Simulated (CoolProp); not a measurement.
Carbon monoxide along the isobar 1220 kPa: density (kg/m³) from the reference equation and from simpler models built on Tc = -140.3 °C, pc = 3498 kPa, ω = 0.050; each cubic takes its own stable root.

Computed with CoolProp (reference Helmholtz-energy equation of state, Lemmon 2006). It is a short technical equation, of lower accuracy than the large ones.

```json
[
 {"T (°C)": "-195.85", "phase": "liquid", "reference": "814.4"},
 {"T (°C)": "-178.05", "phase": "liquid", "reference": "733.9"},
 {"T (°C)": "-160.35", "phase": "gas", "reference": "47.59"},
 {"T (°C)": "-142.55", "phase": "gas", "reference": "36.39"},
 {"T (°C)": "-124.75", "phase": "gas", "reference": "30.36"},
 {"T (°C)": "-106.95", "phase": "gas", "reference": "26.31"},
 {"T (°C)": "-89.15", "phase": "gas", "reference": "23.33"},
 {"T (°C)": "-71.35", "phase": "gas", "reference": "21.00"},
 {"T (°C)": "-53.55", "phase": "gas", "reference": "19.13"},
 {"T (°C)": "-35.85", "phase": "gas", "reference": "17.59"},
 {"T (°C)": "-18.05", "phase": "gas", "reference": "16.29"},
 {"T (°C)": "-0.25", "phase": "gas", "reference": "15.17"}
]
```

How far does each simpler model (van der Waals, Peng-Robinson) lie from the reference over these 12 states: mean and median of the absolute difference, and the worst?


- van der Waals: mean 6.3 %, median 0.6 %, worst -31.6 % at -195.85 °C and 1220 kPa
- Peng-Robinson: mean 2.8 %, median 0.9 %, worst +12.7 % at -195.85 °C and 1220 kPa
